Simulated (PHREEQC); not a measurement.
Brine (model solution)

Solution (35 °C and 100 atm): 3.4 mol/kgw HCl and 0.33 mol/kgw BaCl2. Closed to the air; pH follows from the charge balance.

Computed with PHREEQC (Pitzer model, pitzer.dat).

```
Item                        Value
-------------------  ------------
pH                          -1.14
ionic strength       4.39 mol/kgw
activity of water           0.819
density               1.103 g/cm³
osmotic coefficient         1.423
total alkalinity     -3400 meq/kg
```

| species | molality | activity | log γ |
|---|---|---|---|
| Cl- | 4.06 | 2.42 | -0.226 |
| H+ | 3.40 | 13.8 | 0.608 |
| Ba+2 | 0.330 | 0.296 | -0.047 |

Precipitation was switched off in this run. Complexes and solids missing from the database can't appear. In brines, pH and single-ion activities rest on the MacInnes convention. Under pressure, the constants of complexes without a molar volume in the database are unreliable.
